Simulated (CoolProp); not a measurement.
Vapour-liquid equilibrium of acetone (1) + benzene (2) at 0.0212 MPa; x and y are mole fractions of (1).

Model: multi-fluid Helmholtz-energy mixture model, Lemmon 2006 and Thol 2012; pair parameters Bell 2016, in CoolProp.

```json
[
 {"x": "0.05", "bubble temperature (K)": "307.0", "y at the bubble point": "0.153", "dew temperature at overall composition x (K)": "308.9", "liquid density (mol/L)": "11.15"},
 {"x": "0.15", "bubble temperature (K)": "302.9", "y at the bubble point": "0.358", "dew temperature at overall composition x (K)": "307.1", "liquid density (mol/L)": "11.38"},
 {"x": "0.25", "bubble temperature (K)": "300.0", "y at the bubble point": "0.492", "dew temperature at overall composition x (K)": "305.1", "liquid density (mol/L)": "11.62"},
 {"x": "0.35", "bubble temperature (K)": "297.8", "y at the bubble point": "0.590", "dew temperature at overall composition x (K)": "303.1", "liquid density (mol/L)": "11.86"},
 {"x": "0.45", "bubble temperature (K)": "296.0", "y at the bubble point": "0.668", "dew temperature at overall composition x (K)": "300.9", "liquid density (mol/L)": "12.10"},
 {"x": "0.55", "bubble temperature (K)": "294.6", "y at the bubble point": "0.735", "dew temperature at overall composition x (K)": "298.7", "liquid density (mol/L)": "12.35"},
 {"x": "0.65", "bubble temperature (K)": "293.3", "y at the bubble point": "0.795", "dew temperature at overall composition x (K)": "296.4", "liquid density (mol/L)": "12.62"},
 {"x": "0.75", "bubble temperature (K)": "292.2", "y at the bubble point": "0.853", "dew temperature at overall composition x (K)": "294.3", "liquid density (mol/L)": "12.90"},
 {"x": "0.85", "bubble temperature (K)": "291.2", "y at the bubble point": "0.911", "dew temperature at overall composition x (K)": "292.3", "liquid density (mol/L)": "13.19"},
 {"x": "0.95", "bubble temperature (K)": "290.3", "y at the bubble point": "0.970", "dew temperature at overall composition x (K)": "290.6", "liquid density (mol/L)": "13.51"}
]
```

No azeotrope shows between x = 0.05 and 0.95.

The pair parameters rest on a limited set of measurements; away from them the model extrapolates.
